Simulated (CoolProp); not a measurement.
Dodecamethylpentasiloxane (MD3M) along the isobar 317 kPa: density (kg/m³) from the reference equation and from simpler models built on Tc = 628.0 K, pc = 954.0 kPa, ω = 0.730; each cubic takes its own stable root.

Computed with CoolProp (reference Helmholtz-energy equation of state, Thol 2019).

```json
[
 {"T (K)": "510.4", "phase": "liquid", "reference": "646.1", "Soave-Redlich-Kwong": "___", "Peng-Robinson": "646.0"},
 {"T (K)": "526", "phase": "liquid", "reference": "624.8", "Soave-Redlich-Kwong": "___", "Peng-Robinson": "621.0"},
 {"T (K)": "541.7", "phase": "liquid", "reference": "___", "Soave-Redlich-Kwong": "522.7", "Peng-Robinson": "592.0"},
 {"T (K)": "557.3", "phase": "liquid", "reference": "575.4", "Soave-Redlich-Kwong": "___", "Peng-Robinson": "___"},
 {"T (K)": "573", "phase": "gas", "reference": "32.54", "Soave-Redlich-Kwong": "31.67", "Peng-Robinson": "32.18"},
 {"T (K)": "588.7", "phase": "gas", "reference": "30.54", "Soave-Redlich-Kwong": "___", "Peng-Robinson": "___"},
 {"T (K)": "604.3", "phase": "gas", "reference": "28.92", "Soave-Redlich-Kwong": "28.49", "Peng-Robinson": "28.92"},
 {"T (K)": "620", "phase": "gas", "reference": "___", "Soave-Redlich-Kwong": "27.22", "Peng-Robinson": "27.62"}
]
```

Question: What belongs in the gaps?

Answer: 
- 510.4, Soave-Redlich-Kwong: 570.9
- 526, Soave-Redlich-Kwong: 548.5
- 541.7, reference: 601.5
- 557.3, Soave-Redlich-Kwong: 492.5
- 557.3, Peng-Robinson: 557.9
- 588.7, Soave-Redlich-Kwong: 29.95
- 588.7, Peng-Robinson: 30.41
- 620, reference: 27.55
